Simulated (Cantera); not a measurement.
Input: 1 mol SiH4, 0.056 mol Cl2, 49 mol N2, held at 1175 K and 0.100 bar.

Equilibrium computed with Cantera from the NASA thermochemical tables; the gas is ideal and each condensed phase is pure. Candidate condensed phases: NH4Cl, Si, Si3N4; 28 gas species. N2 is the only nitrogen source here; it is nearly inert below about 1500 K, so the nitride shown seldom forms there in practice. Kinetics and transport are ignored.

Base state: N2 0.959, H2 0.0386, HCl 0.00222 (mole fractions); condensed: Si3N4(s).

**Question.** What changes in the equilibrium state with this change: Cl2 from 0.056 to 0.018 mol?

**Answer.** 
```csv
species,before,after
N2,0.959,0.960
H2,0.0386,0.0394
HCl,0.00222,0.000715
"Si3N4(s), mol",0.333,0.333
```
